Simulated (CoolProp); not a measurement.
A simple Rankine cycle with the fluoroketone C6F12O (FK-5-1-12): condensing at 333.15 K, boiler at 0.459 MPa, turbine inlet 414.2 K, turbine efficiency 0.75, pump efficiency 0.6, no recuperator. Each further row changes one setting.

Model: reference Helmholtz-energy equation of state, McLinden 2015, in CoolProp.

```
case                             thermal efficiency (%)  net work (kJ/kg)  heat in (kJ/kg)  turbine exit temperature (K)  volume ratio over the turbine
-------------------------------  ----------------------  ----------------  ---------------  ----------------------------  -----------------------------
as stated                                           5.2              8.17              157                         402.0                           3.33
turbine inlet 434.2 K                               4.9              8.71              178                         422.2                           3.28
condensing temperature 325.15 K                     6.1              10.1              167                         399.5                           4.34
boiler pressure 0.321 MPa                           3.6              5.80              159                         406.2                           2.26
turbine efficiency 0.65                             4.5              7.03              157                         403.1                           3.34
```
